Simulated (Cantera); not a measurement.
Cantera run:

```python
import numpy as np
import cantera as ct

gas_names = """
    C CO CO2 C2 C2O C3 C3O2 C4 C5 Mg MgO Mg2 O O2 O3
""".split()
cond_names = """
    C(gr) Mg(cr) Mg(L) MgCO3(s) MgO(s) MgO(L)
""".split()


# ... load() reads the species with a 1 bar reference pressure and builds the phases ...
atoms = {
    'MgO': {'Mg': 1, 'O': 1},
    'C': {'C': 1},
    'CO': {'C': 1, 'O': 1},
}
top_T = {'C(gr)': 4500}  # K; cautious upper limits of use, not melting points


# ... equilibrate(T, P, feed) seeds the gas with the atoms and calls Mixture.equilibrate('TP', solver="vcs", rtol=1e-11, max_steps=5000) ...
results = []
feed = {'MgO': 1, 'C': 0.98, 'CO': 0.01}  # mol
P = 31  # Pa
for T in [1898, 1998, 2098, 2198, 2298, 2398, 2498]:
    mix = equilibrate(T, P, feed)
    results.append((T, P, feed, dict(zip(mix.species_names, mix.species_moles))))
    x = sorted(zip(gas.X, gas.species_names), reverse=True)
    print(f"T = {T:g} K  P = {P:g} Pa  gas = {mix.phase_moles(0):.4g} mol")
    print("   x: " + "  ".join(f"{s} {v:.3e}" for v, s in x if v > 0.001))
    print("   condensed (mol): " + ("  ".join(f"{mix.phase(i).name} {mix.phase_moles(i):.4g}"
          for i in range(1, mix.n_phases) if mix.phase_moles(i) > 1e-12) or "none"))
```

It prints:

```
T = 1898 K  P = 31 Pa  gas = 1.975 mol
   x: CO 4.988e-01  Mg 4.987e-01  CO2 2.505e-03
   condensed (mol): MgO(s) 0.01503
T = 1998 K  P = 31 Pa  gas = 1.99 mol
   x: Mg 5.024e-01  CO 4.875e-01  CO2 9.926e-03
   condensed (mol): none
T = 2098 K  P = 31 Pa  gas = 1.991 mol
   x: Mg 5.023e-01  CO 4.877e-01  CO2 9.663e-03
   condensed (mol): none
T = 2198 K  P = 31 Pa  gas = 1.992 mol
   x: Mg 5.019e-01  CO 4.881e-01  CO2 8.864e-03
   condensed (mol): none
T = 2298 K  P = 31 Pa  gas = 1.995 mol
   x: Mg 5.009e-01  CO 4.891e-01  CO2 7.018e-03  O 2.609e-03
   condensed (mol): none
T = 2398 K  P = 31 Pa  gas = 2.001 mol
   x: Mg 4.996e-01  CO 4.905e-01  O 5.180e-03  CO2 4.376e-03
   condensed (mol): none
T = 2498 K  P = 31 Pa  gas = 2.005 mol
   x: Mg 4.986e-01  CO 4.916e-01  O 7.471e-03  CO2 2.175e-03
   condensed (mol): none
```

These are equilibrium values from Cantera (NASA tables, ideal gas, pure condensed phases), not measurements of a reactor.
